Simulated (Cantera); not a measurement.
An isothermal, constant-pressure homogeneous reactor starts with CH4 : O2 : N2 = 0.0022 : 0.045 : 1 (molar parts), equivalence ratio 0.098, at 1150 K and 1400000 Pa.

Computed with Cantera and GRI-Mech 3.0 (53 species, 325 reactions). The pressure lies above the range GRI-Mech 3.0 was tuned for (to about 10 atm).

x: mole fraction; the columns are a selection and need not sum to one.

```
t (s)        x CH4    x O2     x HO2    x C2H2    x CH2O      x CO
--------  --------  ------  --------  --------  --------  --------
2.00e-5    0.00210  0.0430  4.35e-10    <1e-12  1.04e-11    <1e-12
7.13e-5    0.00210  0.0430   1.56e-9    <1e-12  1.34e-10    <1e-12
0.000254   0.00210  0.0430   5.61e-9    <1e-12         ?  2.46e-12
0.000906   0.00210  0.0430   2.13e-8    <1e-12         ?  1.40e-10
0.00323    0.00210  0.0430   1.20e-7    <1e-12         ?   1.64e-8
0.0115     0.00205  0.0429   1.42e-6  1.30e-10         ?   6.68e-6
0.0410     7.04e-5  0.0396   3.65e-6   1.38e-7         ?   0.00136
0.146      5.46e-7  0.0391   1.25e-6  6.30e-11         ?  0.000741
0.521     2.65e-11  0.0389   4.86e-7  2.17e-11  3.00e-12  0.000178
1.86        <1e-12  0.0388   5.26e-8  1.11e-11    <1e-12   9.13e-6
6.62        <1e-12  0.0388  8.37e-10    <1e-12    <1e-12  1.63e-11
23.6        <1e-12  0.0388  8.38e-10    <1e-12    <1e-12  1.49e-11
84.2        <1e-12  0.0388  8.38e-10    <1e-12    <1e-12  1.49e-11
300         <1e-12  0.0388  8.38e-10    <1e-12    <1e-12  1.49e-11
```

Problem. Complete the blanks.

Solution. 
- 0.000254, x CH2O: 1.82e-9
- 0.000906, x CH2O: 2.98e-8
- 0.00323, x CH2O: 8.36e-7
- 0.0115, x CH2O: 3.01e-5
- 0.0410, x CH2O: 8.17e-6
- 0.146, x CH2O: 6.01e-8
